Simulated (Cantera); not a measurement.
Feed: 1 mol CaCO3, 9.2 mol O2, 44 mol N2, at 1098 K.

Method: chemical equilibrium by Gibbs-energy minimisation in Cantera with the NASA 1993 tables (ideal gas, pure condensed phases). Candidate condensed phases: C, Ca, CaCO3, CaO; 27 gas species. Mutual solubility and eutectic melting of coexisting phases are not modelled. Equilibrium is a limit: real reactors are often held back by kinetics, nucleation or transport.

Q: Which condensed phases are stable at each of these points (P (Pa)): 1000, 3500, 13000, 45000, 160000, 560000, 2000000?

A: 
| P (Pa) | condensed phases | Ca condensed (%) |
|---|---|---|
| 1000 | CaO(s) | 100.0 |
| 3500 | CaO(s) | 100.0 |
| 13000 | CaO(s) | 100.0 |
| 45000 | CaO(s) | 100.0 |
| 160000 | CaO(s) | 100.0 |
| 560000 | CaO(s) | 100.0 |
| 2000000 | CaCO3(calcite) + CaO(s) | 100.0 |

From 10.0 mbar to 5.60 bar the condensed part is CaO(s). At 20.0 bar the condensed part is CaCO3(calcite) + CaO(s).
